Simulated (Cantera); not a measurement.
A closed system holds: 1 mol V2O3, 21 mol H2, 0.63 mol H2O, held at 1998.15 K and 0.120 bar.

Cantera equilibrium calculation (NASA polynomials, part measured and part estimated; ideal gas, pure solids and liquids). Candidate condensed phases: H2O, V, VO, V2O3, V2O4, V2O5; 12 gas species. Condensed phases not in the tables: the oxides between V2O3 and V2O5 other than VO2. Equilibrium is a limit: real reactors are often held back by kinetics, nucleation or transport.

Base state: H2 0.966, H2O 0.0290, H 0.00456, VO2 0.000108, VO 1.55e-5, OH 1.36e-5 (mole fractions); condensed: V2O3(s).

Task: What changes in the equilibrium state with this change: pressure from 0.120 bar to 0.0100 bar?

Result: 
```tsv
species	before	after
H2	0.966	0.955
H2O	0.0290	0.0283
H	0.00456	0.0157
VO2	0.000108	0.00129
VO	1.55e-5	0.000187
OH	1.36e-5	4.62e-5
V2O3(s), mol	0.999	0.984
```
